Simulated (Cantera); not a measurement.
What does this Cantera script print?

```python
import numpy as np
import cantera as ct

gas = ct.Solution("h2o2.yaml")
gas.TPX = 623, 220000, {'H2': 1, 'O2': 0.676, 'N2': 2.97}
flame = ct.FreeFlame(gas, width=0.023)
flame.set_refine_criteria(ratio=3, slope=0.08, curve=0.16)
flame.transport_model = "mixture-averaged"
flame.solve(loglevel=0, auto=True)
z, T = flame.grid, flame.T
thick = (T[-1] - T[0]) / np.gradient(T, z).max()
show = ['H2', 'O2', 'H', 'O', 'H2O2', 'OH']
print(f"laminar burning velocity  {flame.velocity[0] * 100:.3f} cm/s")
print(f"burnt temperature         {T[-1]:.1f} K")
print(f"thermal thickness         {thick * 1e3:.4f} mm")
print(f"grid points               {len(z)}")
z0 = z[flame.heat_release_rate.argmax()]
print(f"{'z/mm':>9s}{'T/K':>9s}{'u/(m/s)':>9s}" + "".join(f"{s:>11s}" for s in show))
rows = []
for k in (-3, -2, -1.5, -1, -0.5, -0.25, 0, 0.25, 0.5, 1, 2, 4, 8):
    zz = z0 + k * thick
    rows.append([k * thick, np.interp(zz, z, T), np.interp(zz, z, flame.velocity),
                 *(np.interp(zz, z, flame.X[gas.species_index(s)]) for s in show)])
    print(f"{rows[-1][0] * 1e3:9.3f}{rows[-1][1]:9.1f}{rows[-1][2]:9.3f}" + "".join(f"{x:11.3e}" for x in rows[-1][3:]))
```

It prints:

```
laminar burning velocity  475.762 cm/s
burnt temperature         2181.1 K
thermal thickness         0.1713 mm
grid points               108
     z/mm      T/K  u/(m/s)         H2         O2          H          O       H2O2         OH
   -0.514    623.0    4.758  2.152e-01  1.455e-01  2.939e-15  3.645e-14  3.464e-13  1.463e-15
   -0.343    623.0    4.757  2.152e-01  1.455e-01  7.063e-13  7.952e-12  2.507e-11  3.192e-13
   -0.257    623.0    4.757  2.151e-01  1.455e-01  3.925e-11  2.847e-10  5.740e-10  1.148e-11
   -0.171    623.3    4.753  2.140e-01  1.457e-01  1.582e-08  2.074e-08  3.493e-08  1.172e-09
   -0.086    658.2    4.942  1.994e-01  1.471e-01  8.961e-05  1.129e-05  1.273e-05  5.505e-05
   -0.043    879.2    6.417  1.607e-01  1.410e-01  2.576e-03  3.392e-04  3.335e-05  7.561e-04
    0.000   1256.3    8.943  9.321e-02  1.104e-01  1.305e-02  3.399e-03  1.370e-05  2.950e-03
    0.043   1541.4   10.867  4.059e-02  7.170e-02  2.036e-02  7.935e-03  5.058e-06  7.570e-03
    0.086   1698.3   11.913  2.240e-02  5.505e-02  1.858e-02  9.271e-03  2.805e-06  1.067e-02
    0.171   1854.1   12.911  1.523e-02  4.800e-02  1.193e-02  7.713e-03  1.473e-06  1.232e-02
    0.343   1987.0   13.729  1.062e-02  4.508e-02  5.884e-03  4.962e-03  8.515e-07  1.181e-02
    0.685   2083.9   14.308  6.142e-03  4.342e-02  2.276e-03  2.669e-03  5.415e-07  9.785e-03
    1.370   2142.4   14.650  2.937e-03  4.281e-02  7.027e-04  1.232e-03  3.578e-07  7.139e-03
```

Cantera simulation using the H2/O2 subset of GRI-Mech 3.0, which has no nitrogen chemistry; the numbers are that mechanism's predictions, not measurements. The hydrogen kinetics of GRI-Mech 3.0 are dated; newer H2 mechanisms differ, most at raised pressure. Burning velocities carry a grid error of a few per cent, more on coarse grids.
